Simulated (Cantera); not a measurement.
## Low-pressure radical oxidation in H2/O2

An isothermal, constant-pressure homogeneous reactor starts with 57.4 % H₂, 42.6 % O₂, equivalence ratio 0.67, at 975 K and 21.8 Torr.

Detailed kinetics in Cantera: GRI-Mech 3.0 (53 species, 325 reactions). Radical loss at walls, strong at low pressure, is not modelled. The temperature is held fixed by assumption; the heat of reaction is taken as removed at once.

| t (s) | x H₂ | x O₂ | x H₂O₂ | x OH | x H₂O |
|---|---|---|---|---|---|
| 0.000900 | 0.574 | 0.426 | 3.80e-11 | 3.23e-8 | 8.82e-7 |
| 0.00185 | 0.568 | 0.423 | 3.73e-8 | 0.000170 | 0.00463 |
| 0.00379 | 0.0441 | 0.212 | 2.01e-6 | 0.00535 | 0.653 |
| 0.00777 | 0.00647 | 0.197 | 3.13e-6 | 0.00118 | 0.793 |
| 0.0159 | 0.00156 | 0.195 | 2.27e-6 | 0.000351 | 0.803 |
| 0.0327 | 0.000448 | 0.195 | 1.43e-6 | 0.000166 | 0.804 |
| 0.0671 | 0.000117 | 0.195 | 7.57e-7 | 8.97e-5 | 0.805 |
| 0.138 | 2.63e-5 | 0.195 | 3.64e-7 | 4.99e-5 | 0.805 |
| 0.282 | 5.15e-6 | 0.195 | 1.68e-7 | 2.82e-5 | 0.805 |
| 0.579 | 9.85e-7 | 0.195 | 7.65e-8 | 1.66e-5 | 0.805 |
| 1.19 | 2.32e-7 | 0.195 | 3.56e-8 | 1.03e-5 | 0.805 |
| 2.44 | 7.73e-8 | 0.195 | 1.71e-8 | 6.65e-6 | 0.805 |
| 5.00 | 3.13e-8 | 0.195 | 8.42e-9 | 4.44e-6 | 0.805 |
x: mole fraction; the columns are a selection and need not sum to one.

Equilibrium at this temperature and pressure: H₂ 4.39e-10, O₂ 0.195, H₂O₂ 1.23e-10, OH 4.72e-7, H₂O 0.805 (gas phase only).
